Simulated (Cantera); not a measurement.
Cantera run, input and output.

```python
import numpy as np
import cantera as ct

gas = ct.Solution("gri30.yaml")
gas.TPX = 1075, 1000000, {'CH4': 1, 'O2': 0.87, 'N2': 6.96}
reactor = ct.IdealGasReactor(gas, energy="on", clone=False)
net = ct.ReactorNet([reactor])
net.rtol, net.atol = 1e-08, 1e-16
show = ['CH4', 'O2', 'C2H6', 'NO2', 'NO', 'H2O2', 'C2H2']
times = np.geomspace(5e-06, 8, 12)

steps = ct.SolutionArray(gas, extra=["t"])
rows = []
print(f"{'t/s':>10s}{'T/K':>9s}{'P/Pa':>11s}" + "".join(f"{s:>11s}" for s in show))
for t in times:
    while net.time < t:
        t_next = net.step()
        steps.append(gas.state, t=t_next)
    rows.append([np.interp(t, steps.t, y) for y in (steps.T, steps.P, *steps(*show).X.T)])
    print(f"{t:10.3e}{rows[-1][0]:9.1f}{rows[-1][1]:11.4g}" + "".join(f"{x:11.3e}" for x in rows[-1][2:]))
rate = np.gradient(steps.T, steps.t)
print("integrator steps:", len(steps.t))
if steps.T.max() > steps.T[0] + 200:
    print(f"time of steepest temperature rise: {steps.t[rate.argmax()]:.4e} s")
gas.TPX = 1075, 1000000, {'CH4': 1, 'O2': 0.87, 'N2': 6.96}
gas.equilibrate("UV")
print(f"equilibrium (UV): T = {gas.T:.1f} K  " + "  ".join(f"{s} {gas[s].X[0]:.3e}" for s in show))
```

Result:

```
       t/s      T/K       P/Pa        CH4         O2       C2H6        NO2         NO       H2O2       C2H2
 5.000e-06   1075.0      1e+06  1.133e-01  9.853e-02  6.698e-15  9.562e-31  1.347e-24  9.126e-12  1.725e-26
 1.832e-05   1075.0      1e+06  1.133e-01  9.853e-02  3.422e-13  1.679e-28  1.780e-23  1.200e-10  5.066e-24
 6.714e-05   1075.0      1e+06  1.133e-01  9.853e-02  1.822e-11  2.886e-26  2.488e-22  1.468e-09  1.556e-21
 2.460e-04   1075.0      1e+06  1.133e-01  9.853e-02  1.261e-09  5.226e-24  4.102e-21  1.433e-08  9.647e-19
 9.016e-04   1075.0      1e+06  1.132e-01  9.853e-02  1.279e-07  9.713e-22  1.003e-19  6.591e-08  1.593e-15
 3.304e-03   1075.1      1e+06  1.132e-01  9.852e-02  2.235e-06  6.984e-20  1.170e-18  9.666e-08  3.056e-13
 1.211e-02   1075.4      1e+06  1.132e-01  9.848e-02  1.385e-05  3.030e-18  8.181e-18  1.937e-07  1.324e-11
 4.437e-02   1080.1  1.005e+06  1.125e-01  9.800e-02  1.485e-04  7.903e-16  2.507e-16  1.391e-06  2.586e-09
 1.626e-01   1893.6  1.985e+06  3.956e-04  1.754e-10  1.064e-08  1.659e-14  6.170e-08  4.880e-12  7.346e-05
 5.958e-01   1890.9  1.984e+06  1.380e-07  1.638e-10  1.624e-15  1.626e-14  6.253e-08  4.634e-12  2.202e-11
 2.183e+00   1890.9  1.984e+06  1.363e-07  1.638e-10  1.585e-15  1.694e-14  6.515e-08  4.634e-12  2.154e-11
 8.000e+00   1890.9  1.984e+06  1.363e-07  1.638e-10  1.585e-15  1.932e-14  7.429e-08  4.634e-12  2.154e-11
integrator steps: 3068
time of steepest temperature rise: 7.2122e-02 s
equilibrium (UV): T = 1890.9 K  CH4 1.487e-07  O2 1.639e-10  C2H6 1.843e-15  NO2 3.831e-14  NO 1.473e-07  H2O2 4.635e-12  C2H2 2.388e-11
```

Model: GRI-Mech 3.0 (53 species, 325 reactions), integrated in Cantera.
